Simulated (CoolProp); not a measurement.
Model: reference Helmholtz-energy equation of state, Akasaka 2023, in CoolProp.

For R1336mzz(E), give the phase and the density (kg/m³), cp (kJ/(kg K)), cv (kJ/(kg K)), isothermal compressibility (1/MPa) at 410 K and 0.298 MPa; 410 K and 0.893 MPa.


- 410 K and 0.298 MPa: gas; density 14.9, cp 0.925, cv 0.863, isothermal compressibility 3.49
- 410 K and 0.893 MPa: gas; density 48.7, cp 0.970, cv 0.876, isothermal compressibility 1.28
